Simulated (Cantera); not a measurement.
Input (Python, Cantera) and output of one run.

```python
import numpy as np
import cantera as ct

gas_names = """
    Fe FeO Fe(OH)2 H HO2 H2 H2O H2O2 H2S H2SO4 O OH O2 O3 S SH SO SO2 SO3 S2 S2O S8
""".split()
cond_names = """
    Fe(a) Fe(c) Fe(d) Fe(L) FeO(s) FeO(L) Fe(OH)2(s) Fe(OH)3(s) FeS(a) FeS(b) FeS(c) FeS(L) FeSO4(s)
    FeS2(s) Fe2O3(s) Fe2S3O12(s) Fe3O4(s) H2O(s) H2O(L) H2SO4(L) S(cr1) S(cr2) S(L)
""".split()


# ... load() reads the species with a 1 bar reference pressure and builds the phases ...
atoms = {
    'FeS': {'Fe': 1, 'S': 1},
    'H2S': {'H': 2, 'S': 1},
    'H2O': {'H': 2, 'O': 1},
}
top_T = {'FeSO4(s)': 950, 'FeS2(s)': 1010, 'Fe2O3(s)': 1830, 'Fe2S3O12(s)': 1100, 'Fe3O4(s)': 1870}  # K; cautious upper limits of use, not melting points


# ... equilibrate(T, P, feed) seeds the gas with the atoms and calls Mixture.equilibrate('TP', solver="vcs", rtol=1e-11, max_steps=5000) ...
results = []
T = 1648  # K
P = 10000  # Pa
for m in [0.79, 1.6, 2.3, 3.1, 3.9, 4.6, 5.4, 6.2, 6.9, 7.7]:
    feed = {'FeS': 1, 'H2S': 1.6, 'H2O': m}  # mol
    mix = equilibrate(T, P, feed)
    results.append((T, P, feed, dict(zip(mix.species_names, mix.species_moles))))

top = {s: max(r[3][s] / sum(r[3][g] for g in gas_names) for r in results) for s in gas_names}
cols = sorted((s for s in top if top[s] > 0.0001), key=lambda s: -top[s])[:7]
seen = [c for c in cond_names if any(r[3].get(c, 0) > 1e-12 for r in results)]
print("log10 of partial pressures in bar; condensed amounts in mol")
print(f"{'n(H2O)':>10s}" + "".join(f"{s[:9]:>10s}" for s in cols + seen))
for T, P, feed, n in results:
    ng = sum(n[g] for g in gas_names)
    print(f"{feed['H2O']:10.4g}" + "".join(f"{np.log10(max(n[s] / ng * P / 1e5, 1e-99)):10.3f}" for s in cols)
          + "".join(f"{n.get(c, 0):10.4g}" for c in seen))
```

Result:

```
log10 of partial pressures in bar; condensed amounts in mol
    n(H2O)       H2O        H2        S2       H2S       SO2        SH        SO    FeO(s)    FeS(L)
      0.79    -1.597    -1.377    -1.696    -1.948    -3.520    -3.095    -3.871         0         1
       1.6    -1.406    -1.456    -1.807    -2.083    -3.034    -3.190    -3.656         0         1
       2.3    -1.330    -1.506    -1.891    -2.174    -2.826    -3.257    -3.573         0         1
       3.1    -1.278    -1.548    -1.978    -2.260    -2.682    -3.322    -3.522         0    0.9999
       3.9    -1.245    -1.580    -2.058    -2.333    -2.590    -3.378    -3.496         0    0.9999
       4.6    -1.224    -1.604    -2.123    -2.388    -2.534    -3.422    -3.484         0    0.9998
       5.4    -1.205    -1.626    -2.192    -2.445    -2.487    -3.468    -3.478         0    0.9998
       6.2    -1.191    -1.645    -2.257    -2.497    -2.453    -3.510    -3.477         0    0.9997
       6.9    -1.181    -1.660    -2.312    -2.539    -2.430    -3.544    -3.480         0    0.9997
       7.7    -1.172    -1.673    -2.363    -2.578    -2.412    -3.577    -3.484   0.01854     0.981
```

These are equilibrium values from Cantera (NASA tables, ideal gas, pure condensed phases), not measurements of a reactor. Metal and sulfide melt together well below either melting point, which pure phases cannot show. Mutual solubility and eutectic melting of coexisting phases are not modelled. The tables' stoichiometric FeO is somewhat more stable than real wüstite, so its field is too wide. FeO, FeS: taken at fixed stoichiometry.
